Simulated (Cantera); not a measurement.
Charge: 1 mol CuO, 13 mol H₂, 0.056 mol H₂O, held at 1475 K and 0.000400 bar.

Equilibrium computed with Cantera from the NASA thermochemical tables; the gas is ideal and each condensed phase is pure. Candidate condensed phases: Cu, CuO, Cu(OH)₂, Cu₂O, H₂O; 12 gas species. The numbers say what is thermodynamically allowed, not how fast it happens.

Base state: H₂ 0.906, H₂O 0.0798, Cu 0.0134, H 0.000617 (mole fractions); condensed: Cu(l).

Problem. What changes in the equilibrium state with this change: temperature from 1475 K to 1573 K?

Solution. 
| species | before | after |
|---|---|---|
| H₂ | 0.906 | 0.856 |
| H₂O | 0.0798 | 0.0754 |
| Cu | 0.0134 | 0.0663 |
| Cu₂ | 4.45e-6 | 4.07e-5 |
| H | 0.000617 | 0.00188 |
| Cu(l), mol | 0.823 | 0.0710 |

Problem. What changes in the equilibrium state with this change: temperature from 1475 K to 2175 K?

Solution. 
| species | before | after |
|---|---|---|
| H₂ | 0.906 | 0.669 |
| H | 0.000617 | 0.200 |
| H₂O | 0.0798 | 0.0643 |
| Cu | 0.0134 | 0.0639 |
| O | <1e-9 | 0.000539 |
| O₂ | <1e-9 | 2.19e-5 |
| OH | 1.42e-6 | 0.00258 |
| Cu(l), mol | 0.823 | 0 |
